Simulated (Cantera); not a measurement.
Feed: 1 mol C6H6, 0.091 mol H2O, 8 mol N2, 1.5 mol H2, held at 2.40 bar.

Method: chemical equilibrium by Gibbs-energy minimisation in Cantera with the NASA 1993 tables (ideal gas, pure condensed phases). Candidate condensed phases: C, C6H6, C7H8, C8H18, H2O; 136 gas species. Kinetics and transport are ignored.

Question: At 1525 °C, list the 5 most abundant gas species with their mole fractions, and the condensed phases.

Answer: N2 0.629, H2 0.360, CO 0.00718, HCN 0.00289, CH4 0.000241. Condensed: C(graphite).
